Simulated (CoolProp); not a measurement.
Vapour-liquid equilibrium of R152A (1) + isobutane (2) at -10.55 °C; x and y are mole fractions of (1).

The numbers come from the multi-fluid Helmholtz-energy mixture model, Outcalt 1996 and Bücker 2006; pair parameters Bell 2016 in CoolProp.

```csv
x,"bubble pressure, mixture model (kPa)","bubble pressure, Raoult's law (kPa)","y, mixture model","y, Raoult's law"
0.05,129.1,109.7,(withheld),0.081
0.125,155.4,115.1,(withheld),0.193
0.2,173.9,120.5,(withheld),0.295
0.275,186.7,125.8,0.537,0.388
0.35,195.4,131.2,0.579,0.474
0.425,201.2,136.6,0.610,0.553
0.5,(withheld),141.9,0.636,0.626
0.575,207.3,147.3,(withheld),0.694
0.65,208.6,152.6,0.681,0.757
0.725,208.7,158.0,0.707,0.815
0.8,207.1,163.4,0.743,0.870
0.875,202.3,168.7,(withheld),0.921
0.95,191.3,174.1,(withheld),0.970
```

Task: Fill in the missing entries.

Result: 
- 0.05, y, mixture model: 0.209
- 0.125, y, mixture model: 0.379
- 0.2, y, mixture model: 0.476
- 0.5, bubble pressure, mixture model (kPa): 205.0
- 0.575, y, mixture model: 0.658
- 0.875, y, mixture model: 0.797
- 0.95, y, mixture model: 0.891

The largest gap from Raoult's law is +48.9 % in bubble pressure, at x = 0.35. y crosses x between x = 0.65 and 0.725: the model has an azeotrope there.

The pair parameters rest on a limited set of measurements; away from them the model extrapolates.
